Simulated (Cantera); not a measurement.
Cantera run, input and output.

```python
import numpy as np
import cantera as ct

gas = ct.Solution("gri30.yaml")
gas.TPX = 1348, 21000, {'CO': 1, 'H2': 0.057, 'CH4': 0.77, 'O2': 3.57, 'N2': 13.4, 'H2O': 0.052}
reactor = ct.IdealGasReactor(gas, energy="on", clone=False)
net = ct.ReactorNet([reactor])
net.rtol, net.atol = 1e-08, 1e-16
show = ['CO', 'H2', 'CH4', 'OH', 'HO2']
times = np.geomspace(1e-06, 0.6, 11)

steps = ct.SolutionArray(gas, extra=["t"])
rows = []
print(f"{'t/s':>10s}{'T/K':>9s}{'P/Pa':>11s}" + "".join(f"{s:>11s}" for s in show))
for t in times:
    while net.time < t:
        t_next = net.step()
        steps.append(gas.state, t=t_next)
    rows.append([np.interp(t, steps.t, y) for y in (steps.T, steps.P, *steps(*show).X.T)])
    print(f"{t:10.3e}{rows[-1][0]:9.1f}{rows[-1][1]:11.4g}" + "".join(f"{x:11.3e}" for x in rows[-1][2:]))
rate = np.gradient(steps.T, steps.t)
print("integrator steps:", len(steps.t))
if steps.T.max() > steps.T[0] + 200:
    print(f"time of steepest temperature rise: {steps.t[rate.argmax()]:.4e} s")
gas.TPX = 1348, 21000, {'CO': 1, 'H2': 0.057, 'CH4': 0.77, 'O2': 3.57, 'N2': 13.4, 'H2O': 0.052}
gas.equilibrate("UV")
print(f"equilibrium (UV): T = {gas.T:.1f} K  " + "  ".join(f"{s} {gas[s].X[0]:.3e}" for s in show))
```

Result:

```
       t/s      T/K       P/Pa         CO         H2        CH4         OH        HO2
 1.000e-06   1348.0    2.1e+04  5.305e-02  3.024e-03  4.085e-02  7.184e-11  9.895e-10
 3.783e-06   1348.0    2.1e+04  5.305e-02  3.024e-03  4.085e-02  6.993e-10  3.732e-09
 1.431e-05   1348.0    2.1e+04  5.305e-02  3.024e-03  4.085e-02  3.235e-09  1.395e-08
 5.413e-05   1348.0    2.1e+04  5.305e-02  3.024e-03  4.085e-02  5.607e-09  5.044e-08
 2.048e-04   1348.0    2.1e+04  5.305e-02  3.024e-03  4.085e-02  9.844e-09  1.614e-07
 7.746e-04   1348.0    2.1e+04  5.305e-02  3.024e-03  4.085e-02  3.202e-08  3.690e-07
 2.930e-03   1348.5  2.101e+04  5.304e-02  3.018e-03  4.072e-02  4.388e-07  1.267e-06
 1.108e-02   2546.4  3.942e+04  2.013e-02  3.249e-03  2.608e-18  1.486e-02  5.498e-06
 4.193e-02   2537.3  3.923e+04  1.937e-02  3.134e-03  2.516e-18  1.406e-02  5.190e-06
 1.586e-01   2536.2  3.921e+04  1.931e-02  3.127e-03  2.503e-18  1.399e-02  5.154e-06
 6.000e-01   2536.2  3.921e+04  1.931e-02  3.127e-03  2.503e-18  1.399e-02  5.154e-06
integrator steps: 1710
time of steepest temperature rise: 7.1472e-03 s
equilibrium (UV): T = 2536.2 K  CO 1.931e-02  H2 3.127e-03  CH4 3.674e-18  OH 1.399e-02  HO2 5.154e-06
```

Model: GRI-Mech 3.0 (53 species, 325 reactions), integrated in Cantera.
